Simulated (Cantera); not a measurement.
Source: NASA polynomial tables (part measured, part estimated), evaluated in Cantera. Values are per mole of reaction as written; species without (g) are pure solids or liquids, kept so even where they would boil at 1 bar.

Question: Between 400 and 600 K, where is each reaction favourable under standard conditions?
- 3 I2 + 2 Al(g) = 2 AlI3(g)

Answer: 
- 3 I2 + 2 Al(g) = 2 AlI3(g): ΔG° is -1071 kJ at 400 K and -1052 kJ at 600 K; it stays negative (K > 1). ΔH° is -1124 kJ and ΔS° -119 J/K at 600 K.
